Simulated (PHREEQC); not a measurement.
1 kg of water holding 0.32 mol/kgw MgSO4, 0.45 mol/kgw Na2SO4 and 0.11 mol/kgw NaCl is evaporated at 90 °C; the solids stay in contact with the brine. CO2 from the air is kept out. Only these solids could form: Bischofite, Bloedite, Brucite, Epsomite, Halite, Hexahydrite, Kieserite, Mirabilite, Thenardite, MgCl2_4H2O.

Model: Pitzer model, pitzer.dat, run in PHREEQC.

Question: Predict ionic strength, water activity at water left (kg) = 0.6755, 0.5552, 0.4563, 0.2082, 0.1156.

Answer: 
```json
[
 {"water left (kg)": "0.6755", "ionic strength": "4.06", "water activity": "0.963"},
 {"water left (kg)": "0.5552", "ionic strength": "4.94", "water activity": "0.954"},
 {"water left (kg)": "0.4563", "ionic strength": "6.00", "water activity": "0.944"},
 {"water left (kg)": "0.2082", "ionic strength": "13.2", "water activity": "0.866"},
 {"water left (kg)": "0.1156", "ionic strength": "17.3", "water activity": "0.817"}
]
```

At this temperature some constants are extrapolated from 25 °C, and those without enthalpy data are left unchanged.
